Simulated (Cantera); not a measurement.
**Diamond growth**

A diamond (100) surface in a fixed gas of H2 with x(CH4) = 0.029, x(CH3) = 0.0011, at 925 K, 9.75 Torr; coverages are run to steady state.

Computed with Cantera and the Harris–Goodwin 1993 mechanism for the reconstructed diamond (100) surface.

| x(H) | growth (µm/h) | θ c6HH | θ c6H* | θ c6*H | θ c6** | θ c6HM |
|---|---|---|---|---|---|---|
| 0.0001 | 0.385 | 0.149 | 0.00236 | 0.0608 | 0.000257 | 0.619 |
| 0.0002 | 0.716 | 0.186 | 0.00310 | 0.0799 | 0.000543 | 0.574 |
| 0.0004 | 1.25 | 0.246 | 0.00426 | 0.110 | 0.00107 | 0.502 |
| 0.00079 | 2.00 | 0.327 | 0.00580 | 0.149 | 0.00186 | 0.405 |
| 0.0016 | 2.90 | 0.424 | 0.00763 | 0.196 | 0.00286 | 0.290 |
| 0.0031 | 3.69 | 0.507 | 0.00922 | 0.237 | 0.00376 | 0.191 |
| 0.0062 | 4.32 | 0.574 | 0.0105 | 0.269 | 0.00447 | 0.111 |
| 0.012 | 4.71 | 0.615 | 0.0113 | 0.289 | 0.00492 | 0.0627 |
| 0.025 | 4.96 | 0.641 | 0.0118 | 0.302 | 0.00521 | 0.0317 |
θ: site fractions in the mechanism's names (c6HH fully hydrogenated, c6H* and c6*H radical sites, c6** diradical, c6HM methylated).
